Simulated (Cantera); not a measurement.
Input: 1 mol Si, 0.57 mol Cl2, 5.7 mol H2, at 1.00 bar.

Equilibrium computed with Cantera from the NASA thermochemical tables; the gas is ideal and each condensed phase is pure. Candidate condensed phases: Si; 19 gas species. The numbers say what is thermodynamically allowed, not how fast it happens.

Over these rows the condensed part is Si(s). Partial pressures as log10 of bar:

```tsv
T (K)	1000/T (1/K)	log p SiCl2	log p H2	log p HCl	log p SiCl4	log p SiHCl3
1075	0.9302	-3.32	-0.03	-1.82	-1.57	-1.69
1125	0.8889	-2.99	-0.03	-1.67	-1.60	-1.71
1175	0.8511	-2.70	-0.03	-1.55	-1.63	-1.75
1225	0.8163	-2.44	-0.04	-1.43	-1.68	-1.79
1275	0.7843	-2.21	-0.04	-1.33	-1.75	-1.85
1325	0.7547	?	-0.05	-1.25	-1.84	-1.92
```

Problem. Fit log p(SiCl2) = a + b·(1000/T) to the five rows, give the apparent enthalpy, and predict the row at 1325 K.

Solution. Means: 1000/T = 0.8542, log p = -2.732. Sxy = -0.101294, Sxx = 0.0133121, so b = -7.61 and a = -2.732 − (-7.61)×0.8542 = 3.77.
Apparent enthalpy: −19.145 × (-7.61) = 146 kJ/mol. With the condensed phases at unit activity, 1/2 Si(s) + 1/2 SiCl4(g) = SiCl2(g) links this pressure to the main gases: over the six rows their terms move log p by -0.14 in all, so the slope isn't that reaction's ΔH° alone. The five rows lie within 0.01 of the line.
Prediction at 1325 K: 3.77 + (-7.61)×0.7547 = -1.97. The computed value is -2.02, 0.05 from the line.
